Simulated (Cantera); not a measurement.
**Cu₂O + C + N₂ (carbothermic reduction)**

A closed system holds: 1 mol Cu₂O, 5.7 mol C, 16 mol N₂, at 2300 Pa.

Equilibrium computed with Cantera from the NASA thermochemical tables; the gas is ideal and each condensed phase is pure. Candidate condensed phases: C, Cu, CuO, Cu₂O; 27 gas species. Rates play no part.

```tsv
T (°C)	x N₂	x CO	x Cu	x Cu₂	x CO₂	x C₂N₂	x CN	n C(graphite)	n Cu(s)	n Cu(l)
802	0.941	0.0588	1.11e-8	<1e-12	1.08e-5	<1e-12	<1e-12	4.70	2.00	0
852	0.941	0.0588	5.81e-8	<1e-12	4.65e-6	<1e-12	<1e-12	4.70	2.00	0
902	0.941	0.0588	2.63e-7	5.56e-12	2.16e-6	3.18e-12	<1e-12	4.70	2.00	0
952	0.941	0.0588	1.05e-6	3.96e-11	1.07e-6	1.17e-11	<1e-12	4.70	2.00	0
1002	0.941	0.0588	3.76e-6	2.41e-10	5.58e-7	3.91e-11	1.19e-12	4.70	2.00	0
1052	0.941	0.0588	1.22e-5	1.27e-9	3.07e-7	1.19e-10	5.67e-12	4.70	2.00	0
1102	0.941	0.0588	3.58e-5	5.77e-9	1.77e-7	3.34e-10	2.40e-11	4.70	0	2.00
1152	0.941	0.0588	9.44e-5	2.22e-8	1.06e-7	8.72e-10	9.20e-11	4.70	0	2.00
1202	0.941	0.0588	0.000233	7.74e-8	6.61e-8	2.13e-9	3.22e-10	4.70	0	2.00
1252	0.941	0.0588	0.000541	2.48e-7	4.25e-8	4.91e-9	1.03e-9	4.70	0	1.99
1302	0.940	0.0588	0.00119	7.37e-7	2.81e-8	1.07e-8	3.08e-9	4.70	0	1.98
1352	0.939	0.0587	0.00248	2.04e-6	1.91e-8	2.24e-8	8.59e-9	4.70	0	1.96
1402	0.936	0.0585	0.00496	5.30e-6	1.32e-8	4.45e-8	2.25e-8	4.70	0	1.92
1452	0.932	0.0583	0.00951	1.30e-5	9.33e-9	8.49e-8	5.56e-8	4.70	0	1.84
```
x: gas mole fraction; n: condensed amount in mol.

From 802 °C to 1052 °C the condensed part is C(graphite) + Cu(s). From 1102 °C to 1452 °C the condensed part is C(graphite) + Cu(l). The main Cu-bearing gas is Cu throughout.
